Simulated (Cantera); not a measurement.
## Premixed flame

A freely propagating, adiabatic, planar premixed flame of 38.7 % H₂, 12.9 % O₂, 48.4 % N₂, equivalence ratio 1.5, unburnt at 475 K and 500000 Pa; mixture-averaged transport, grid criteria slope 0.08 and curve 0.16, no radiation.

Cantera simulation using the H2/O2 subset of GRI-Mech 3.0, which has no nitrogen chemistry; the numbers are that mechanism's predictions, not measurements. The hydrogen kinetics of GRI-Mech 3.0 are dated; newer H2 mechanisms differ, most at raised pressure. Burning velocities carry a grid error of a few per cent, more on coarse grids.

```csv
z (mm),T (K),u (m/s),x H₂,x O₂,x H₂O,x OH,x H,x H₂O₂
-0.151,475,6.18,0.387,0.129,<1e-8,<1e-8,<1e-8,<1e-8
-0.101,475,6.18,0.387,0.129,1.10e-8,<1e-8,<1e-8,<1e-8
-0.0757,475,6.18,0.387,0.129,1.41e-7,<1e-8,<1e-8,<1e-8
-0.0505,476,6.19,0.387,0.129,3.54e-6,<1e-8,<1e-8,2.43e-8
-0.0252,515,6.61,0.376,0.131,0.00124,2.75e-5,1.93e-5,1.45e-5
-0.0126,813,10.1,0.336,0.124,0.0259,0.00115,0.00290,9.45e-5
0,1279,15.3,0.260,0.0933,0.0985,0.00252,0.0199,3.33e-5
0.0126,1619,19.2,0.185,0.0468,0.187,0.00560,0.0414,4.78e-6
0.0252,1802,21.2,0.145,0.0189,0.239,0.00796,0.0505,2.53e-6
0.0505,1966,23.0,0.129,0.00447,0.267,0.00942,0.0471,1.32e-6
0.101,2104,24.4,0.132,0.00164,0.277,0.00879,0.0350,6.99e-7
0.202,2217,25.5,0.136,0.000798,0.284,0.00698,0.0234,3.89e-7
0.404,2299,26.2,0.139,0.000333,0.289,0.00487,0.0146,2.09e-7
```
x: mole fraction of selected species; z is measured from the peak of heat release.

```yaml
laminar_burning_velocity: 618 cm/s
thermal_thickness: 0.0505 mm
peak x(OH): 0.00946
peak x(H): 0.0511
peak x(H₂O₂): 9.47e-5
grid_points: 109
```
